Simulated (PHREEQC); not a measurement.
0.01 mol of Zn5(OH)8Cl2 (Zn5(OH)8Cl2) is brought to equilibrium with 1 kg of water holding 0.001 mol NaCl, at 25 °C, the pH being set by adding NaOH or HCl. O2 is buffered at 0.21 atm. The system is closed to CO2. Names ending in (a), (am) or -a are amorphous solids. The run lets Zn5(OH)8Cl2, Zn(OH)2-a precipitate or redissolve, and no other solid.

Computed with PHREEQC (ion-association model, wateq4f.dat).

### Question
Predict dissolved Zn (mol/kgw) at pH = 6.33, 7.17, 8, 8.83, 9.67.

### Answer
```json
[
 {"pH": "6.33", "dissolved Zn (mol/kgw)": "0.0330"},
 {"pH": "7.17", "dissolved Zn (mol/kgw)": "0.00209"},
 {"pH": "8", "dissolved Zn (mol/kgw)": "0.000165"},
 {"pH": "8.83", "dissolved Zn (mol/kgw)": "4.60e-5"},
 {"pH": "9.67", "dissolved Zn (mol/kgw)": "3.70e-5"}
]
```
